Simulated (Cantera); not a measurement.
Catalytic combustion on Pt

An isothermal plug-flow reactor at 725 K and 15.0 bar (inlet), inlet velocity 0.39 m/s, active area per volume 8000 1/m; feed CO : O2 : N2 = 0.019 : 0.011 : 0.79 (molar parts), equivalence ratio 0.86.

Model: Deutschmann's 1995 Pt surface mechanism with GRI-Mech 3.0 gas chemistry, integrated in Cantera. Catalytic surfaces can have several steady states; this one follows from the mechanism file's or the stated starting coverage. Mass transfer to the wall is taken as infinitely fast.

```json
[
 {"z (m)": "8e-05", "x CO": "0.0231", "x O2": "0.0134", "x H2O": "<1e-12", "x CO2": "5.33e-5", "θ free Pt": "0.0117", "θ O*": "0.00111", "θ CO*": "0.987"},
 {"z (m)": "0.00014", "x CO": "0.0231", "x O2": "0.0134", "x H2O": "<1e-12", "x CO2": "9.33e-5", "θ free Pt": "0.0117", "θ O*": "0.00111", "θ CO*": "0.987"},
 {"z (m)": "0.00025", "x CO": "0.0230", "x O2": "0.0133", "x H2O": "<1e-12", "x CO2": "0.000167", "θ free Pt": "0.0117", "θ O*": "0.00111", "θ CO*": "0.987"},
 {"z (m)": "0.00045", "x CO": "0.0229", "x O2": "0.0133", "x H2O": "<1e-12", "x CO2": "0.000300", "θ free Pt": "0.0117", "θ O*": "0.00111", "θ CO*": "0.987"},
 {"z (m)": "0.0008", "x CO": "0.0226", "x O2": "0.0132", "x H2O": "<1e-12", "x CO2": "0.000534", "θ free Pt": "0.0118", "θ O*": "0.00111", "θ CO*": "0.987"},
 {"z (m)": "0.0014", "x CO": "0.0222", "x O2": "0.0130", "x H2O": "<1e-12", "x CO2": "0.000935", "θ free Pt": "0.0119", "θ O*": "0.00112", "θ CO*": "0.987"},
 {"z (m)": "0.0025", "x CO": "0.0215", "x O2": "0.0126", "x H2O": "<1e-12", "x CO2": "0.00167", "θ free Pt": "0.0121", "θ O*": "0.00112", "θ CO*": "0.987"},
 {"z (m)": "0.0045", "x CO": "0.0202", "x O2": "0.0119", "x H2O": "<1e-12", "x CO2": "0.00303", "θ free Pt": "0.0125", "θ O*": "0.00113", "θ CO*": "0.986"},
 {"z (m)": "0.008", "x CO": "0.0178", "x O2": "0.0107", "x H2O": "<1e-12", "x CO2": "0.00544", "θ free Pt": "0.0133", "θ O*": "0.00116", "θ CO*": "0.986"}
]
```
x: gas mole fraction; θ: surface coverage.
